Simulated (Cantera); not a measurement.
Cantera run:

```python
import numpy as np
import cantera as ct

gas_names = """
    C CO COS CO2 CS CS2 C2 C2O C3 C3O2 C4 C5 O O2 O3 S SO SO2 SO3 S2 S2O S8
""".split()
cond_names = """
    C(gr) S(cr1) S(cr2) S(L)
""".split()


# ... load() reads the species with a 1 bar reference pressure and builds the phases ...
atoms = {
    'CS2': {'C': 1, 'S': 2},
    'O2': {'O': 2},
}
top_T = {'C(gr)': 4500}  # K; cautious upper limits of use, not melting points


# ... equilibrate(T, P, feed) seeds the gas with the atoms and calls Mixture.equilibrate('TP', solver="vcs", rtol=1e-11, max_steps=5000) ...
results = []
feed = {'CS2': 1, 'O2': 1.7}  # mol
P = 75000  # Pa
for T in [2148, 2198, 2248, 2298, 2348, 2398, 2448, 2498, 2548, 2598, 2648, 2698]:
    mix = equilibrate(T, P, feed)
    results.append((T, P, feed, dict(zip(mix.species_names, mix.species_moles))))

top = {s: max(r[3][s] / sum(r[3][g] for g in gas_names) for r in results) for s in gas_names}
cols = sorted((s for s in top if top[s] > 0.001), key=lambda s: -top[s])[:9]
seen = [c for c in cond_names if any(r[3].get(c, 0) > 1e-12 for r in results)]
print("log10 of partial pressures in bar; condensed amounts in mol")
print(f"{'T/K':>10s}" + "".join(f"{s[:9]:>10s}" for s in cols + seen))
for T, P, feed, n in results:
    ng = sum(n[g] for g in gas_names)
    print(f"{T:10.4g}" + "".join(f"{np.log10(max(n[s] / ng * P / 1e5, 1e-99)):10.3f}" for s in cols)
          + "".join(f"{n.get(c, 0):10.4g}" for c in seen))
```

Output:

```
log10 of partial pressures in bar; condensed amounts in mol
       T/K       SO2        CO        SO        S2       CO2         S       S2O       COS         O
      2148    -0.572    -0.753    -1.302    -0.889    -0.930    -2.550    -2.298    -3.018    -5.271
      2198    -0.574    -0.736    -1.240    -0.906    -0.963    -2.438    -2.315    -3.056    -5.027
      2248    -0.578    -0.721    -1.183    -0.924    -0.997    -2.331    -2.333    -3.095    -4.793
      2298    -0.582    -0.709    -1.129    -0.943    -1.030    -2.231    -2.352    -3.134    -4.570
      2348    -0.588    -0.698    -1.078    -0.964    -1.063    -2.135    -2.373    -3.173    -4.357
      2398    -0.595    -0.688    -1.031    -0.986    -1.096    -2.045    -2.395    -3.213    -4.152
      2448    -0.602    -0.680    -0.987    -1.009    -1.128    -1.960    -2.419    -3.253    -3.956
      2498    -0.611    -0.673    -0.946    -1.034    -1.159    -1.879    -2.444    -3.294    -3.767
      2548    -0.620    -0.667    -0.908    -1.062    -1.190    -1.803    -2.471    -3.336    -3.586
      2598    -0.630    -0.663    -0.872    -1.091    -1.221    -1.732    -2.501    -3.378    -3.412
      2648    -0.641    -0.659    -0.840    -1.123    -1.250    -1.665    -2.532    -3.421    -3.243
      2698    -0.653    -0.656    -0.810    -1.157    -1.279    -1.602    -2.566    -3.464    -3.081
```

Equilibrium computed with Cantera from the NASA thermochemical tables; the gas is ideal and each condensed phase is pure.
